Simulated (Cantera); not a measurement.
A perfectly stirred reactor is fed with CH3OH : O2 : N2 = 0.0062 : 0.0061 : 1 (molar parts), at 1.50 bar; it is held at 1275 K, and followed from long to short residence time.

Cantera simulation using GRI-Mech 3.0 (53 species, 325 reactions); the numbers are that mechanism's predictions, not measurements. GRI-Mech 3.0 was tuned for natural gas; its chemistry of methanol as a main component is partial and can be far from experiment.

Question: What does this change do: 0.082 parts CH4 added?

Answer: 
```tsv
quantity	before	after
x(CH3OH) at τ = 12.0 s	1.58e-7	4.20e-5
x(O2) at τ = 12.0 s	5.38e-6	0.000551
x(NO) at τ = 12.0 s	1.98e-7	1.90e-11
x(H2O) at τ = 12.0 s	0.00849	0.00577
x(OH) at τ = 12.0 s	5.86e-7	3.43e-10
x(CH3OH) at τ = 0.100 s	3.35e-6	0.00172
x(O2) at τ = 0.100 s	0.000111	0.00304
x(NO) at τ = 0.100 s	1.28e-6	9.74e-12
x(H2O) at τ = 0.100 s	0.00881	0.00322
x(OH) at τ = 0.100 s	4.46e-6	9.31e-9
```
GRI-Mech 3.0 stops at C3 and has no aromatics, soot or wall deposition, so with more carbon than oxygen in the feed, carbon stays in small species such as C2H2 where larger ones or solid carbon would form.

Question: What does this change do: temperature 1275 to 1150 K?

Answer: 
| quantity | before | after |
|---|---|---|
| x(CH3OH) at τ = 12.0 s | 1.58e-7 | 7.21e-7 |
| x(O2) at τ = 12.0 s | 5.38e-6 | 2.52e-5 |
| x(NO) at τ = 12.0 s | 1.98e-7 | 2.28e-8 |
| x(H2O) at τ = 12.0 s | 0.00849 | 0.00838 |
| x(OH) at τ = 12.0 s | 5.86e-7 | 9.45e-8 |
| x(CH3OH) at τ = 0.100 s | 3.35e-6 | 0.000461 |
| x(O2) at τ = 0.100 s | 0.000111 | 0.00256 |
| x(NO) at τ = 0.100 s | 1.28e-6 | 4.82e-11 |
| x(H2O) at τ = 0.100 s | 0.00881 | 0.00590 |
| x(OH) at τ = 0.100 s | 4.46e-6 | 2.13e-7 |
